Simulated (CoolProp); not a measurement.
The numbers come from the reference Helmholtz-energy equation of state, Smukala 2000 in CoolProp.

Task: For ethylene, give the phase and the density (kg/m³), cp (kJ/(kg K)), cv (kJ/(kg K)), expansivity (1/kK) at 450 K and 310 bar; 450 K and 427 bar.

Result: 
- 450 K and 310 bar: supercritical; density 253, cp 2.83, cv 1.88, expansivity 3.44
- 450 K and 427 bar: supercritical; density 307, cp 2.77, cv 1.90, expansivity 2.69
